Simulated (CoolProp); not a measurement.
Water along the isotherm 381.6 K: Z from the reference equation and from simpler models built on Tc = 647.1 K, pc = 22.06 MPa, ω = 0.344; each cubic takes its own stable root.

Values from CoolProp's reference Helmholtz-energy equation of state, Wagner 2002.

```tsv
p (MPa)	phase	reference	van der Waals	Peng-Robinson
0.174	liquid	0.001038	0.9920	0.001244
0.31	liquid	0.001849	0.9857	0.002216
0.552	liquid	0.003291	0.9743	0.003946
0.981	liquid	0.005848	0.9534	0.007012
1.74	liquid	0.01037	0.02154	0.01243
3.1	liquid	0.01846	0.03833	0.02214
5.52	liquid	0.03283	0.06807	0.03941
9.81	liquid	0.05822	0.1204	0.06995
17.4	liquid	0.1029	0.2121	0.1238
31	liquid	0.1822	0.3735	0.2199
55.2	liquid	0.3209	0.6537	0.3893
```

At some of these states van der Waals gives the other phase, because its saturation line lies elsewhere.
